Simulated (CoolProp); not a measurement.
cis-2-butene along the isotherm 281.3 K: fugacity coefficient from the reference equation and from simpler models built on Tc = 435.8 K, pc = 4236 kPa, ω = 0.202; each cubic takes its own stable root.

Computed with CoolProp (reference Helmholtz-energy equation of state, Lemmon 2005). It is a short technical equation, of lower accuracy than the large ones.

```csv
p (kPa),phase,reference,van der Waals,Soave-Redlich-Kwong,Peng-Robinson
20.1,gas,0.9927,0.9961,0.9941,0.9939
32.5,gas,0.9882,0.9937,0.9905,0.9901
52.4,gas,0.9809,0.9899,0.9847,0.9841
84.7,gas,0.9691,0.9836,0.9753,0.9743
137,liquid,0.8355,0.9735,0.8406,___
221,liquid,___,___,0.5229,0.5257
357,liquid,0.3233,0.9310,0.3255,0.3270
577,liquid,0.2017,___,0.2032,0.2040
933,liquid,0.1264,0.5429,0.1275,0.1278
1510,liquid,0.07984,0.3475,___,0.08060
2430,liquid,0.05136,0.2283,0.05203,0.05177
3930,liquid,0.03360,0.1545,0.03418,0.03378
6350,liquid,0.02276,0.1104,0.02332,0.02279
```

Question: Complete the blanks.

Answer: 
- 137, Peng-Robinson: 0.8455
- 221, reference: 0.5196
- 221, van der Waals: 0.9573
- 577, van der Waals: 0.8589
- 1510, Soave-Redlich-Kwong: 0.08065

At some of these states van der Waals gives the other phase, because its saturation line lies elsewhere.
